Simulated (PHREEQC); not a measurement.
## Nickel, zinc or cadmium bath

Dissolve 63 mmol/kgw ZnSO4 and 0.14 mmol/kgw NaCl at 25 °C. It is in equilibrium with CO2 at log p = -3.4 (atm). Otherwise closed; pH follows from the charge balance.

All values are PHREEQC results (ion-association model, phreeqc.dat), not measurements.

Each row changes one thing in this solution. Precipitation was switched off in this run.

```tsv
case	pH	ionic strength (mol/kgw)	Na+ (mol/kgw)	CO2 (mol/kgw)	HCO3- (mol/kgw)	CO3-2 (mol/kgw)	SI of Halite (NaCl)
as made	5.42	0.133	0.000134	1.31e-5	2.03e-6	5.40e-11	-9.55
temperature from 25 to 50 °C	?	0.129	0.000133	7.52e-6	9.48e-7	2.57e-11	?
diluted 2-fold with water	?	0.0724	6.77e-5	1.33e-5	2.11e-6	5.32e-11	-10.10
diluted 5-fold with water	5.49	0.0330	2.74e-5	1.34e-5	2.21e-6	5.25e-11	-10.84
NaCl from 0.00014 to 0.000126 mol/kgw	5.42	0.133	0.000120	1.31e-5	2.03e-6	5.40e-11	-9.64
NaCl from 0.00014 to 0.00028 mol/kgw	5.42	0.133	0.000267	1.31e-5	2.03e-6	5.39e-11	-8.95
NaCl from 0.00014 to 1.4e-05 mol/kgw	5.42	0.133	1.34e-5	1.31e-5	2.03e-6	5.40e-11	-11.55
ZnSO4 left out	?	0.000142	0.000140	1.36e-5	2.49e-6	4.95e-11	-9.29
NaCl from 0.00014 to 0.00021 mol/kgw	5.42	0.133	0.000201	1.31e-5	2.03e-6	5.40e-11	-9.20
```

Q: Fill in the missing entries.

A: 
- temperature from 25 to 50 °C, pH: 5.26
- temperature from 25 to 50 °C, SI of Halite (NaCl): -9.60
- diluted 2-fold with water, pH: 5.45
- ZnSO4 left out, pH: 5.61

Complexes and solids missing from the database can't appear. Constants without temperature data keep their 25 °C values here.
